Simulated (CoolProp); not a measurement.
Values from CoolProp's reference Helmholtz-energy equation of state, Schroeder 2014.

For ethanol, give the phase and the cp (kJ/(kg K)), Joule-Thomson coefficient (K/MPa) at 351.5 K and 24.6 bar; 554.3 K and 1.65 bar.


- 351.5 K and 24.6 bar: liquid; cp 2.92, Joule-Thomson coefficient -0.249
- 554.3 K and 1.65 bar: gas; cp 2.25, Joule-Thomson coefficient 7.15
